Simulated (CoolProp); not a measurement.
Properties of oxygen at several states.

Values from CoolProp's reference Helmholtz-energy equation of state, Schmidt 1985. Above 300 K oxygen's equation is extrapolated.

| T (K) | p (kPa) | phase | density (kg/m³) | cp (kJ/(kg K)) | viscosity (µPa s) | fugacity coefficient |
|---|---|---|---|---|---|---|
| 438.1 | 27900 | supercritical | 229.3 | 1.095 | 33.2 | 1.047 |
| 192 | 1240 | gas | 25.97 | 0.9768 | 14.5 | 0.9583 |
| 852.2 | 21500 | supercritical | 91.49 | 1.090 | 46.4 | 1.062 |
| 314.8 | 11.6 | gas | 0.1418 | 0.9209 | 21.4 | 0.9999 |

Viscosity comes from a separate model (Lemmon 2004).
